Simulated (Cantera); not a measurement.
A perfectly stirred reactor is fed with C3H8 : O2 : N2 = 1 : 6.94 : 26.1 (molar parts), equivalence ratio 0.72, at 11.0 bar; it is adiabatic with a 475 K inlet, and is followed from long to short residence time, starting on the burning branch (τ in s: 0.034, 0.013, 0.005, 0.0019, 0.00073, 0.00028, 0.00011, 4.1e-05, 1.6e-05).

Computed with Cantera and GRI-Mech 3.0 (53 species, 325 reactions). GRI-Mech 3.0 was tuned for natural gas; its chemistry of propane as a main component is partial and can be far from experiment.

Q: Predict: blow-out, bracketed by the residence times tried; x(C3H8) at τ = 34.0 ms; x(O2) at τ = 34.0 ms; x(H2) at τ = 34.0 ms; x(H2O) at τ = 34.0 ms; x(C3H8) at τ = 0.730 ms; x(O2) at τ = 0.730 ms; x(H2) at τ = 0.730 ms; x(H2O) at τ = 0.730 ms; x(C2H6) at τ = 0.730 ms.

A: 
```
Property                                                                      Result
------------------------------------------------  ----------------------------------
blow-out, bracketed by the residence times tried  burning at 41.0 µs, out at 16.0 µs
x(C3H8) at τ = 34.0 ms                                                       2.10e-7
x(O2) at τ = 34.0 ms                                                          0.0551
x(H2) at τ = 34.0 ms                                                         7.72e-5
x(H2O) at τ = 34.0 ms                                                          0.113
x(C3H8) at τ = 0.730 ms                                                      6.11e-6
x(O2) at τ = 0.730 ms                                                         0.0562
x(H2) at τ = 0.730 ms                                                       0.000394
x(H2O) at τ = 0.730 ms                                                         0.112
x(C2H6) at τ = 0.730 ms                                                      2.00e-8
```
